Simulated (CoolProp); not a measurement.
Properties of R227EA along the isotherm 5.65 °C (Tc = 101.8 °C, pc = 2925 kPa, ω = 0.358).

Model: reference Helmholtz-energy equation of state, Lemmon 2016, in CoolProp.

| p (kPa) | phase | Z | cp (kJ/(kg K)) | speed of sound (m/s) | isothermal compressibility (1/MPa) | Prandtl number | fugacity coefficient |
|---|---|---|---|---|---|---|---|
| 338 | liquid | 0.01692 | 1.127 | 496.5 | 0.003920 | 5.41 | 0.6558 |
| 675 | liquid | 0.03374 | 1.125 | 499.8 | 0.003859 | 5.43 | 0.3340 |
| 1010 | liquid | 0.05042 | 1.124 | 502.9 | 0.003800 | 5.44 | 0.2270 |
| 1350 | liquid | 0.06731 | 1.122 | 506.1 | 0.003742 | 5.45 | 0.1727 |
| 1690 | liquid | 0.08416 | 1.120 | 509.2 | 0.003687 | 5.46 | 0.1403 |
| 2030 | liquid | 0.1010 | 1.119 | 512.3 | 0.003633 | 5.48 | 0.1188 |
| 2360 | liquid | 0.1172 | 1.117 | 515.3 | 0.003582 | 5.49 | 0.1039 |
| 2700 | liquid | 0.1340 | 1.116 | 518.3 | 0.003532 | 5.50 | 0.09235 |
| 3040 | liquid | 0.1507 | 1.114 | 521.3 | 0.003483 | 5.51 | 0.08341 |
| 3380 | liquid | 0.1673 | 1.113 | 524.3 | 0.003436 | 5.53 | 0.07630 |
| 3710 | liquid | 0.1834 | 1.112 | 527.1 | 0.003391 | 5.54 | 0.07065 |
| 4050 | liquid | 0.2000 | 1.110 | 530.0 | 0.003347 | 5.55 | 0.06582 |
| 4390 | liquid | 0.2166 | 1.109 | 532.9 | 0.003303 | 5.57 | 0.06175 |

Viscosity comes from a separate model (Huber 2003), an estimate that may be off by 10 % or more. Thermal conductivity comes from a separate model (Huber 2003), an estimate that may be off by 10 % or more.
